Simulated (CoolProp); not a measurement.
Sulfur hexafluoride along the isotherm -44.55 °C: fugacity coefficient from the reference equation and from simpler models built on Tc = 45.6 °C, pc = 3755 kPa, ω = 0.210; each cubic takes its own stable root.

The numbers come from the reference Helmholtz-energy equation of state, Guder 2009 in CoolProp.

```json
[
 {"p (kPa)": "671", "phase": "liquid", "reference": "0.3994", "van der Waals": "0.8845", "Soave-Redlich-Kwong": "0.4088"},
 {"p (kPa)": "1340", "phase": "liquid", "reference": "0.2057", "van der Waals": "0.5596", "Soave-Redlich-Kwong": "…"},
 {"p (kPa)": "2010", "phase": "liquid", "reference": "…", "van der Waals": "0.3898", "Soave-Redlich-Kwong": "…"},
 {"p (kPa)": "2680", "phase": "liquid", "reference": "…", "van der Waals": "0.3053", "Soave-Redlich-Kwong": "0.1118"},
 {"p (kPa)": "3350", "phase": "liquid", "reference": "…", "van der Waals": "…", "Soave-Redlich-Kwong": "0.09208"}
]
```

Question: Fill in the missing entries.

Answer: 
- 1340, Soave-Redlich-Kwong: 0.2108
- 2010, reference: 0.1411
- 2010, Soave-Redlich-Kwong: 0.1447
- 2680, reference: 0.1088
- 3350, reference: 0.08953
- 3350, van der Waals: 0.2550

At some of these states van der Waals gives the other phase, because its saturation line lies elsewhere.
